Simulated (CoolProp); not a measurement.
Vapour-liquid equilibrium of diethyl ether (1) + benzene (2) at 315.9 K; x and y are mole fractions of (1).

Computed with CoolProp (multi-fluid Helmholtz-energy mixture model, Thol 2014 and Thol 2012; pair parameters Bell 2016).

```
x     bubble pressure (kPa)  y at the bubble point  dew pressure at overall composition x (kPa)  liquid density (mol/L)
----  ---------------------  ---------------------  -------------------------------------------  ----------------------
0.05                    ___                  0.202                                        28.41                   10.85
0.15                  43.06                  0.456                                          ___                   10.69
0.25                  53.54                  0.611                                        34.13                   10.52
0.35                  64.04                  0.716                                        37.95                   10.36
0.45                  74.62                  0.792                                        42.72                   10.19
0.55                  85.30                  0.850                                        48.85                   10.02
0.65                  96.10                  0.896                                        57.00                   9.859
0.75                  107.0                  0.933                                        68.37                     ___
0.85                  118.1                  0.963                                        85.27                   9.523
0.95                  129.2                  0.989                                        113.0                   9.352
```

Problem. Complete the blanks.

Solution. 
- 0.05, bubble pressure (kPa): 32.56
- 0.15, dew pressure at overall composition x (kPa): 31.01
- 0.75, liquid density (mol/L): 9.692

No azeotrope shows between x = 0.05 and 0.95.

The pair parameters rest on a limited set of measurements; away from them the model extrapolates.
